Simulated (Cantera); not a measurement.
Cantera with NASA thermochemical tables; ideal gases at 1 bar, condensed phases pure. Values are per mole of reaction as written; species without (g) are pure solids or liquids, kept so even where they would boil at 1 bar. VN: taken at fixed stoichiometry.

3 H(g) + VN ⇌ NH₃(g) + V, with ΔH° = -482.9 kJ and ΔS° = -160.0 J/K at 300 K.

Task: How far is the shortcut ΔG° ≈ ΔH°(300 K) − T·ΔS°(300 K) from the full temperature-dependent value at 1623, 1698, 1773, 1848, 1923, 1998, 2073, 2148, 2223 K?

Result: 
```tsv
T (K)	shortcut (kJ)	full (kJ)	difference (kJ)	difference in log10 K	condensed phases
1623	-223.2	-171.2	-52.0	1.67	VN(s), V(s)
1698	-211.2	-154.9	-56.3	1.73	VN(s), V(s)
1773	-199.2	-138.5	-60.7	1.79	VN(s), V(s)
1848	-187.2	-122.1	-65.1	1.84	VN(s), V(s)
1923	-175.2	-105.6	-69.6	1.89	VN(s), V(s)
1998	-163.2	-89.1	-74.1	1.94	VN(s), V(s)
2073	-151.2	-72.6	-78.7	1.98	VN(s), V(s)
2148	-139.2	-56.0	-83.2	2.02	VN(s), V(s)
2223	-127.2	-39.7	-87.5	2.06	VN(s), V(l)
```
The shortcut ignores heat capacities and the phase changes listed.
